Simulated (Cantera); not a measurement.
What does this Cantera script print?

```python
import numpy as np
import cantera as ct

surf = ct.Interface("diamond.yaml", "diamond_100")
gas, bulk = surf.adjacent["gas"], surf.adjacent["diamond"]
k = surf.kinetics_species_index(bulk.species_names[0])
cover = ["c6HH", "c6H*", "c6*H", "c6**", "c6HM", "c6B"]

rows, drift = [], 0.0
print(f"{'xCH3':>10s}{'um/h':>11s}" + "".join(f"{s:>11s}" for s in cover))
for v in [1e-06, 2.7e-06, 7.5e-06, 2.1e-05, 5.6e-05, 0.00015, 0.00042, 0.0012, 0.0032]:
    T, P, xH, xCH3 = 1073, 5900, 0.0018, v
    gas.TPX = T, P, {"H": xH, "CH3": xCH3, "CH4": 0.0034, "H2": 1 - xH - xCH3 - 0.0034}
    surf.TP = bulk.TP = T, P
    surf.coverages = "c6H*:0.1, c6HH:0.9"
    surf.advance_coverages(100.0)
    before = surf.coverages
    surf.advance_coverages(100.0)
    drift = max(drift, np.max(np.abs(surf.coverages - before) / (surf.coverages + 1e-9)))
    rate = surf.net_production_rates[k] * bulk.mean_molecular_weight / bulk.density * 3.6e9
    rows.append([rate, *surf[cover].coverages])
    print(f"{v:10.4g}{rate:11.4e}" + "".join(f"{x:11.3e}" for x in rows[-1][1:]))
```

Result:

```
      xCH3       um/h       c6HH       c6H*       c6*H       c6**       c6HM        c6B
     1e-06 2.8089e-02  5.376e-01  2.502e-02  4.225e-01  1.465e-02  1.479e-04  7.622e-11
   2.7e-06 7.5804e-02  5.374e-01  2.501e-02  4.223e-01  1.464e-02  3.991e-04  2.057e-10
   7.5e-06 2.1029e-01  5.369e-01  2.498e-02  4.219e-01  1.462e-02  1.107e-03  5.706e-10
   2.1e-05 5.8664e-01  5.354e-01  2.490e-02  4.206e-01  1.455e-02  3.089e-03  1.592e-09
   5.6e-05 1.5496e+00  5.315e-01  2.471e-02  4.173e-01  1.437e-02  8.160e-03  4.205e-09
   0.00015 4.0480e+00  5.214e-01  2.421e-02  4.088e-01  1.391e-02  2.133e-02  1.098e-08
   0.00042 1.0586e+01  4.948e-01  2.289e-02  3.866e-01  1.272e-02  5.583e-02  2.872e-08
    0.0012 2.5439e+01  4.343e-01  1.989e-02  3.359e-01  1.009e-02  1.346e-01  6.903e-08
    0.0032 4.8519e+01  3.394e-01  1.518e-02  2.564e-01  6.302e-03  2.582e-01  1.317e-07
```

Cantera simulation using the Harris–Goodwin 1993 mechanism for the reconstructed diamond (100) surface; the numbers are that mechanism's predictions, not measurements.
